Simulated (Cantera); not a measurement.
Carbon deposition, reforming and gasification: C6H6 + O2 + N2 + H2

Charge: 1 mol C6H6, 1.5 mol O2, 47 mol N2, 24 mol H2, at 99.0 Pa.

Equilibrium computed with Cantera from the NASA thermochemical tables; the gas is ideal and each condensed phase is pure. Candidate condensed phases: C, C6H6, C7H8, C8H18, H2O; 136 gas species. Equilibrium is a limit: real reactors are often held back by kinetics, nucleation or transport.

From 700 K to 1250 K the condensed part is C(graphite). The main C-bearing gas is CO throughout. The share of C in condensed phases is highest at 700 K (58.2 %) and lowest at 1250 K (49.9 %).

```
T (K)   x N2   x H2    x CO     x H2O     x CO2     x CH4    x HCN  n C(graphite)
-----  -----  -----  ------  --------  --------  --------  -------  -------------
700    0.616  0.347  0.0286   0.00421   0.00326   0.00102  2.44e-9           3.49
750    0.612  0.350  0.0364   0.00115  0.000732  0.000386  1.13e-8           3.11
800    0.611  0.350  0.0384  0.000311  0.000144  0.000163  4.33e-8           3.02
850    0.611  0.350  0.0388   9.50e-5   3.21e-5   7.57e-5  1.41e-7           3.00
900    0.610  0.351  0.0389   3.28e-5   8.37e-6   3.80e-5  4.04e-7           3.00
950    0.610  0.351  0.0389   1.26e-5   2.51e-6   2.04e-5  1.03e-6           3.00
1000   0.610  0.351  0.0390   5.34e-6   8.52e-7   1.16e-5  2.40e-6           3.00
1050   0.610  0.351  0.0390   2.45e-6   3.21e-7   6.97e-6  5.15e-6           3.00
1100   0.610  0.351  0.0390   1.21e-6   1.33e-7   4.37e-6  1.03e-5           3.00
1150   0.610  0.351  0.0390   6.34e-7   5.93e-8   2.85e-6  1.93e-5           3.00
1200   0.610  0.351  0.0390   3.51e-7   2.84e-8   1.92e-6  3.45e-5           3.00
1250   0.610  0.351  0.0390   2.04e-7   1.45e-8   1.34e-6  5.87e-5           3.00
```
x: gas mole fraction; n: condensed amount in mol.
